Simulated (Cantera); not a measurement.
Input (Python, Cantera):

```python
import numpy as np
import cantera as ct

gas = ct.Solution("h2o2.yaml")
gas.TPX = 1425, 101325, {'H2': 1, 'O2': 1.09, 'N2': 4.09}
reactor = ct.IdealGasReactor(gas, energy="on", clone=False)
net = ct.ReactorNet([reactor])
net.rtol, net.atol = 1e-08, 1e-16
show = ['H2', 'O2', 'OH', 'H', 'O']
times = np.geomspace(1e-06, 0.6, 10)

steps = ct.SolutionArray(gas, extra=["t"])
rows = []
print(f"{'t/s':>10s}{'T/K':>9s}{'P/Pa':>11s}" + "".join(f"{s:>11s}" for s in show))
for t in times:
    while net.time < t:
        t_next = net.step()
        steps.append(gas.state, t=t_next)
    rows.append([np.interp(t, steps.t, y) for y in (steps.T, steps.P, *steps(*show).X.T)])
    print(f"{t:10.3e}{rows[-1][0]:9.1f}{rows[-1][1]:11.4g}" + "".join(f"{x:11.3e}" for x in rows[-1][2:]))
rate = np.gradient(steps.T, steps.t)
print("integrator steps:", len(steps.t))
if steps.T.max() > steps.T[0] + 200:
    print(f"time of steepest temperature rise: {steps.t[rate.argmax()]:.4e} s")
gas.TPX = 1425, 101325, {'H2': 1, 'O2': 1.09, 'N2': 4.09}
gas.equilibrate("UV")
print(f"equilibrium (UV): T = {gas.T:.1f} K  " + "  ".join(f"{s} {gas[s].X[0]:.3e}" for s in show))
```

Output:

```
       t/s      T/K       P/Pa         H2         O2         OH          H          O
 1.000e-06   1425.0  1.013e+05  1.618e-01  1.764e-01  1.307e-08  7.903e-08  1.593e-08
 4.385e-06   1425.0  1.013e+05  1.618e-01  1.764e-01  4.345e-07  2.064e-06  5.545e-07
 1.923e-05   1649.6   1.16e+05  2.576e-02  1.034e-01  1.526e-02  5.186e-02  3.023e-02
 8.434e-05   2541.7  1.689e+05  6.342e-03  9.599e-02  2.215e-02  4.209e-03  9.646e-03
 3.699e-04   2625.1  1.736e+05  4.131e-03  9.738e-02  1.908e-02  2.088e-03  6.211e-03
 1.622e-03   2625.1  1.736e+05  4.131e-03  9.738e-02  1.908e-02  2.088e-03  6.211e-03
 7.114e-03   2625.1  1.736e+05  4.131e-03  9.738e-02  1.908e-02  2.088e-03  6.211e-03
 3.120e-02   2625.1  1.736e+05  4.131e-03  9.738e-02  1.908e-02  2.088e-03  6.211e-03
 1.368e-01   2625.1  1.736e+05  4.131e-03  9.738e-02  1.908e-02  2.088e-03  6.211e-03
 6.000e-01   2625.1  1.736e+05  4.131e-03  9.738e-02  1.908e-02  2.088e-03  6.211e-03
integrator steps: 1020
time of steepest temperature rise: 1.8166e-05 s
equilibrium (UV): T = 2625.1 K  H2 4.131e-03  O2 9.738e-02  OH 1.908e-02  H 2.088e-03  O 6.211e-03
```

Detailed kinetics in Cantera: the H2/O2 subset of GRI-Mech 3.0, which has no nitrogen chemistry.
